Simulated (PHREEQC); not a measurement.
Consider water at 20 °C with 64 mmol/kgw ZnSO4, 0.039 mmol/kgw NaCl and 0.13 mmol/kgw H2SO4. Closed to the air; pH follows from the charge balance.

Model: ion-association model, phreeqc.dat, run in PHREEQC.

| quantity | before | after |
|---|---|---|
| pH | 3.95 | 5.65 |
| ionic strength (mol/kgw) | 0.136 | 0.136 |
| SO4-2 (mol/kgw) | 0.0281 | 0.0281 |
| HSO4- (mol/kgw) | 0.000122 | 2.42e-6 |
| Na+ (mol/kgw) | 3.73e-5 | 3.73e-5 |
| NaSO4- (mol/kgw) | 1.72e-6 | 1.72e-6 |
| SI of Halite (NaCl) | -10.66 | -10.66 |

Question: What was changed between the two runs?
(A) ZnSO4 left out
(B) ZnSO4 replaced by CdSO4 at the same molality
(C) NaCl from 3.9e-05 to 7.8e-06 mol/kgw
(D) H2SO4 left out
(E) diluted 2-fold with water

Answer: D, H2SO4 left out

No solid was allowed to form.
